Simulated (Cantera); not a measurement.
A closed system holds: 1 mol MgO, 0.076 mol H₂S, 2.1 mol O₂, at 1.00 bar.

Equilibrium computed with Cantera from the NASA thermochemical tables; the gas is ideal and each condensed phase is pure. Candidate condensed phases: H₂O, H₂SO₄, Mg, MgO, Mg(OH)₂, MgS, MgSO₄, S; 26 gas species. Mutual solubility and eutectic melting of coexisting phases are not modelled. Equilibrium is a limit: real reactors are often held back by kinetics, nucleation or transport.

x: gas mole fraction; n: condensed amount in mol.

| T (°C) | x O₂ | x H₂O | x SO₂ | x SO₃ | x OH | x O | n MgO(s) | n MgSO₄(s) |
|---|---|---|---|---|---|---|---|---|
| 827 | 0.962 | 0.0375 | 0.000171 | ? | 6.09e-7 | 2.45e-9 | 0.925 | 0.0754 |
| 877 | 0.961 | 0.0375 | 0.00100 | ? | 1.32e-6 | 8.15e-9 | 0.927 | 0.0732 |
| 927 | 0.956 | 0.0372 | 0.00502 | ? | 2.67e-6 | 2.45e-8 | 0.937 | 0.0632 |
| 977 | 0.938 | 0.0362 | 0.0222 | 0.00375 | 5.02e-6 | 6.70e-8 | 0.978 | 0.0215 |
| 1027 | 0.929 | 0.0356 | 0.0319 | 0.00375 | 9.08e-6 | 1.70e-7 | 1.00 | 0 |
| 1077 | 0.929 | 0.0356 | 0.0328 | ? | 1.59e-5 | 4.07e-7 | 1.00 | 0 |
| 1127 | 0.929 | 0.0356 | 0.0335 | ? | 2.66e-5 | 9.12e-7 | 1.00 | 0 |
| 1177 | 0.929 | 0.0356 | 0.0340 | ? | 4.31e-5 | 1.94e-6 | 1.00 | 0 |

### Question
Complete the blanks.

### Answer

- 827, x SO₃: 0.000105
- 877, x SO₃: 0.000385
- 927, x SO₃: 0.00126
- 1077, x SO₃: 0.00278
- 1127, x SO₃: 0.00209
- 1177, x SO₃: 0.00159
